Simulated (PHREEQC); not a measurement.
3.1 g of hydrous ferric oxide (600 m²/g; 0.2 weak and 0.005 strong sites per Fe, Dzombak-Morel constants, diffuse double layer) in 1 kg of water with 0.001 mol/kgw of an inert sodium salt and 21 mmol/kgw CuSO4, 0.0094 mmol/kgw MgCl2 and 0.13 mmol/kgw CuCl2, at 25 °C; the pH is set by adding NaOH or the inert anion's acid. Oxygen alone is held at its pressure in air (log pO2 = -0.68). CO2 from the air is kept out. Precipitation was switched off in this run.

The numbers come from PHREEQC with the ion-association model, wateq4f.dat.

| pH | S sorbed (%) | Cu sorbed (%) | Mg sorbed (%) | surface charge σ (C/m²) | surface potential ψ (mV) |
|---|---|---|---|---|---|
| 3 | 15.4 | 0.2 | 0.0 | 0.034 | 52 |
| 3.5 | 15.4 | 0.8 | 0.0 | 0.033 | 52 |
| 4 | 15.4 | 2.9 | 0.0 | 0.034 | 53 |
| 5 | 13.3 | 18.8 | 0.0 | 0.054 | 77 |
| 5.5 | 10.7 | 22.8 | 0.0 | 0.075 | 91 |
| 6 | 9.0 | (withheld) | 0.0 | 0.092 | 100 |
| 6.5 | 8.3 | 25.5 | 0.0 | 0.104 | 104 |
| 7.5 | 8.0 | (withheld) | 0.0 | 0.107 | 104 |
| 8 | 8.0 | 25.4 | 0.0 | 0.099 | 101 |
| 8.5 | 7.7 | 24.5 | 0.1 | 0.085 | 94 |
| 9 | 5.7 | 22.7 | 0.9 | 0.068 | 83 |
| 10 | 0.3 | 18.1 | 39.7 | 0.026 | 41 |
| 10.5 | 0.0 | 17.1 | (withheld) | (withheld) | 14 |
| 11 | 0.0 | 16.3 | 98.2 | -0.008 | -15 |

Q: Complete the blanks.

A: 
- 6, Cu sorbed (%): 24.8
- 7.5, Cu sorbed (%): 25.7
- 10.5, Mg sorbed (%): 85.7
- 10.5, surface charge σ (C/m²): 0.008

Along this series the solution becomes supersaturated in solids that the run did not let form, among them Cu(OH)2, Brochantite, Antlerite, Atacamite. Complexes and solids missing from the database can't appear. The database's constant for dissolved Cu(OH)2 is higher than later reviews accept. The oxide is taken as insoluble; below pH 4 it would dissolve.
